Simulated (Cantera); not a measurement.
A Cantera script and its output.

```python
import numpy as np
import cantera as ct

gas = ct.Solution("gri30.yaml")
gas.TPX = 1350, 290000, {'CO': 0.0013, 'O2': 0.034, 'H2O': 0.00048, 'N2': 1}
reactor = ct.IdealGasConstPressureReactor(gas, energy="off", clone=False)
net = ct.ReactorNet([reactor])
net.rtol, net.atol = 1e-08, 1e-18
show = ['CO', 'O2', 'H2O', 'H', 'OH', 'H2', 'HO2']
times = np.geomspace(3e-05, 30, 14)

steps = ct.SolutionArray(gas, extra=["t"])
rows = []
print(f"{'t/s':>10s}{'T/K':>9s}{'P/Pa':>11s}" + "".join(f"{s:>11s}" for s in show))
for t in times:
    while net.time < t:
        t_next = net.step()
        steps.append(gas.state, t=t_next)
    rows.append([np.interp(t, steps.t, y) for y in (steps.T, steps.P, *steps(*show).X.T)])
    print(f"{t:10.3e}{rows[-1][0]:9.1f}{rows[-1][1]:11.4g}" + "".join(f"{x:11.3e}" for x in rows[-1][2:]))
rate = np.gradient(steps.T, steps.t)
print("integrator steps:", len(steps.t))
if steps.T.max() > steps.T[0] + 200:
    print(f"time of steepest temperature rise: {steps.t[rate.argmax()]:.4e} s")
gas.TPX = 1350, 290000, {'CO': 0.0013, 'O2': 0.034, 'H2O': 0.00048, 'N2': 1}
gas.equilibrate("TP")
print(f"equilibrium (TP): T = {gas.T:.1f} K  " + "  ".join(f"{s} {gas[s].X[0]:.3e}" for s in show))
```

Result:

```
       t/s      T/K       P/Pa         CO         O2        H2O          H         OH         H2        HO2
 3.000e-05   1350.0    2.9e+05  1.255e-03  3.283e-02  4.634e-04  9.384e-13  3.740e-11  6.684e-15  1.575e-11
 8.683e-05   1350.0    2.9e+05  1.255e-03  3.283e-02  4.634e-04  5.921e-12  2.225e-10  1.168e-13  5.411e-11
 2.513e-04   1350.0    2.9e+05  1.255e-03  3.283e-02  4.634e-04  4.128e-11  1.504e-09  2.278e-12  3.385e-10
 7.273e-04   1350.0    2.9e+05  1.255e-03  3.283e-02  4.634e-04  3.446e-10  1.218e-08  5.087e-11  4.463e-09
 2.105e-03   1350.0    2.9e+05  1.253e-03  3.282e-02  4.632e-04  1.005e-08  3.431e-07  2.930e-09  1.507e-07
 6.093e-03   1350.0    2.9e+05  9.687e-04  3.266e-02  4.552e-04  7.231e-07  1.306e-05  6.328e-07  1.467e-06
 1.763e-02   1350.0    2.9e+05  3.282e-04  3.236e-02  4.585e-04  1.856e-07  8.832e-06  2.337e-07  7.864e-07
 5.104e-02   1350.0    2.9e+05  5.582e-05  3.224e-02  4.612e-04  1.988e-08  4.627e-06  4.003e-08  2.229e-07
 1.477e-01   1350.0    2.9e+05  4.830e-06  3.222e-02  4.626e-04  1.313e-09  2.105e-06  5.144e-09  3.113e-08
 4.275e-01   1350.0    2.9e+05  2.106e-07  3.222e-02  4.632e-04  9.740e-11  9.444e-07  8.138e-10  3.691e-09
 1.237e+00   1350.0    2.9e+05  3.690e-09  3.222e-02  4.634e-04  2.576e-11  6.079e-07  3.195e-10  1.320e-09
 3.581e+00   1350.0    2.9e+05  1.658e-09  3.222e-02  4.634e-04  2.486e-11  6.005e-07  3.114e-10  1.287e-09
 1.037e+01   1350.0    2.9e+05  1.658e-09  3.222e-02  4.634e-04  2.486e-11  6.005e-07  3.114e-10  1.287e-09
 3.000e+01   1350.0    2.9e+05  1.658e-09  3.222e-02  4.634e-04  2.486e-11  6.005e-07  3.114e-10  1.287e-09
integrator steps: 1176
equilibrium (TP): T = 1350.0 K  CO 1.662e-09  O2 3.210e-02  H2O 4.634e-04  H 2.489e-11  OH 6.000e-07  H2 3.121e-10  HO2 1.284e-09
```

Computed with Cantera and GRI-Mech 3.0 (53 species, 325 reactions).
